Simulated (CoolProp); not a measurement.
Saturation properties of carbonyl sulfide.

Model: reference Helmholtz-energy equation of state, Lemmon 2006, in CoolProp. It is a short technical equation, of lower accuracy than the large ones.

```csv
T (°C),p (kPa),liquid density (kg/m³),vapour density (kg/m³),enthalpy of vaporisation (kJ/kg)
-32.05,218.7,1135,6.889,296.3
-25.05,284.8,1119,8.810,291.0
-18.15,363.8,1103,11.08,285.7
-11.15,459.9,1086,13.81,279.9
-4.25,571.9,1069,16.97,274.0
2.75,705.1,1051,20.73,267.7
9.75,859.9,1033,25.11,261.1
16.65,1035,1014,30.11,254.1
23.65,1239,994.2,35.97,246.6
30.55,1467,973.8,42.64,238.7
37.55,1727,952.1,50.44,230.1
44.45,2015,929.4,59.34,220.9
```

It boils at -50.2 °C under 1 atm.
